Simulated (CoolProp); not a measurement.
Aqueous potassium formate as a coolant, at 25 °C, 1 atm.

The numbers come from the Melinder's fits for secondary coolants in CoolProp.

```
mass %  freezing point (°C)  viscosity (mPa s)  conductivity (W/(m K))  Prandtl number  density (kg/m³)
------  -------------------  -----------------  ----------------------  --------------  ---------------
2                      -0.8              0.935                   0.602            6.38             1010
6.2                    -2.9               1.00                   0.592            6.69             1036
10.4                   -5.1               1.06                   0.584            6.88             1061
14.7                   -7.8               1.12                   0.576            7.10             1087
18.9                  -10.8               1.20                   0.568            7.42             1113
23.2                  -14.3               1.31                   0.561            7.84             1141
27.4                  -18.3               1.42                   0.553            8.32             1170
31.6                  -23.0               1.55                   0.544            8.84             1199
35.9                  -28.7               1.68                   0.533            9.41             1230
```
